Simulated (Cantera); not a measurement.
## Counterflow diffusion flame

A counterflow diffusion flame at 1.40 bar, nozzles 20 mm apart: fuel side 69.0 % CO, 31.0 % H2 at 373 K, oxidiser side 24.0 % O2, 76.0 % N2 at 473 K, fuel mass flux 1.1 times the oxidiser's; mixture-averaged transport, no radiation.

Cantera simulation using GRI-Mech 3.0 (53 species, 325 reactions); the numbers are that mechanism's predictions, not measurements. The maximum strain rate includes the flame's own expansion and is several times the mean.

| oxidiser flux (kg/m²/s) | max strain (1/s) | mean strain (1/s) | T max (K) | peak x OH | peak x H | peak x NO | peak x CO |
|---|---|---|---|---|---|---|---|
| 0.84 | 379 | 92.0 | 2348 | 0.0133 | 0.00840 | 0.000325 | 0.717 |
| 1.2 | 529 | 131 | 2303 | 0.0135 | 0.00965 | 0.000225 | 0.716 |
| 1.6 | 692 | 175 | 2268 | 0.0137 | 0.0108 | 0.000170 | 0.715 |
| 2.2 | 933 | 241 | 2224 | 0.0138 | 0.0122 | 0.000125 | 0.715 |
| 3 | 1250 | 329 | 2179 | 0.0139 | 0.0136 | 9.48e-5 | 0.715 |
| 4.1 | 1680 | 449 | 2132 | 0.0138 | 0.0152 | 7.37e-5 | 0.715 |
| 5.6 | 2260 | 614 | 2081 | 0.0136 | 0.0169 | 5.86e-5 | 0.714 |
x: mole fraction; the columns are a selection and need not sum to one.
